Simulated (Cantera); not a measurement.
**Adiabatic ignition**

An adiabatic, constant-pressure homogeneous reactor starts with 29.6 % H₂, 14.8 % O₂, 55.6 % N₂, equivalence ratio 1.0, at 1273 K and 7500 Torr.

Computed with Cantera and the H2/O2 subset of GRI-Mech 3.0, which has no nitrogen chemistry. The hydrogen kinetics of GRI-Mech 3.0 are dated; newer H2 mechanisms differ, most at raised pressure.

```tsv
t (s)	T (K)	x H₂	x O₂	x H₂O₂	x H₂O	x O	x H	x HO₂
2.00e-6	1273	0.296	0.148	4.75e-8	3.11e-6	1.14e-7	7.35e-7	2.69e-6
4.60e-6	1274	0.296	0.148	3.29e-6	0.000141	4.10e-6	2.65e-5	9.17e-5
1.06e-5	2879	0.0392	0.0139	1.56e-6	0.277	0.00470	0.0118	1.66e-5
2.43e-5	2963	0.0337	0.0115	1.60e-6	0.288	0.00340	0.00822	1.35e-5
5.58e-5	2963	0.0337	0.0115	1.60e-6	0.288	0.00340	0.00822	1.35e-5
0.000128	2963	0.0337	0.0115	1.60e-6	0.288	0.00340	0.00822	1.35e-5
0.000295	2963	0.0337	0.0115	1.60e-6	0.288	0.00340	0.00822	1.35e-5
0.000678	2963	0.0337	0.0115	1.60e-6	0.288	0.00340	0.00822	1.35e-5
0.00156	2963	0.0337	0.0115	1.60e-6	0.288	0.00340	0.00822	1.35e-5
0.00358	2963	0.0337	0.0115	1.60e-6	0.288	0.00340	0.00822	1.35e-5
0.00823	2963	0.0337	0.0115	1.60e-6	0.288	0.00340	0.00822	1.35e-5
0.0189	2963	0.0337	0.0115	1.60e-6	0.288	0.00340	0.00822	1.35e-5
0.0435	2963	0.0337	0.0115	1.60e-6	0.288	0.00340	0.00822	1.35e-5
0.100	2963	0.0337	0.0115	1.60e-6	0.288	0.00340	0.00822	1.35e-5
```
x: mole fraction; the columns are a selection and need not sum to one.

```json
{
 "time_of_steepest_temperature_rise": "7.35 µs",
 "temperature at 0.100 s": "2963 K",
 "equilibrium_temperature": "2963 K",
 "x(H₂) at 0.100 s": "0.0337 (gas-phase equilibrium 0.0337)",
 "x(O₂) at 0.100 s": "0.0115 (gas-phase equilibrium 0.0115)",
 "x(H₂O₂) at 0.100 s": "1.60e-6 (gas-phase equilibrium 1.60e-6)"
}
```
